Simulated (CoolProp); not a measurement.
Vapour-liquid equilibrium of ethylene (1) + isobutane (2) at 417 kPa; x and y are mole fractions of (1).

The numbers come from the multi-fluid Helmholtz-energy mixture model, Smukala 2000 and Bücker 2006; pair parameters Bell 2016 in CoolProp.

```tsv
x	bubble temperature, mixture model (°C)	bubble temperature, Raoult's law (°C)	y, mixture model	y, Raoult's law
0.05	14.4	5.9	0.392	0.561
0.125	-6.5	-16.7	0.715	0.825
0.2	-22.1	-30.6	0.856	0.913
0.275	-33.6	-40.2	0.921	0.951
0.35	-42.3	-47.4	0.953	0.970
0.425	-49.2	-53.0	0.971	0.980
0.5	-54.7	-57.5	0.982	0.987
0.575	-59.3	-61.3	0.988	0.991
0.65	-63.1	-64.6	0.992	0.994
0.725	-66.4	-67.4	0.995	0.996
0.8	-69.3	-69.9	0.997	0.998
0.875	-71.7	-72.1	0.998	0.999
0.95	-73.9	-74.1	0.999	1.000
```

The largest gap from Raoult's law is +10.2 K in bubble temperature, at x = 0.125. No azeotrope shows between x = 0.05 and 0.95.

Pair parameters are fitted to limited data, so mixtures are less certain than the pure fluids.
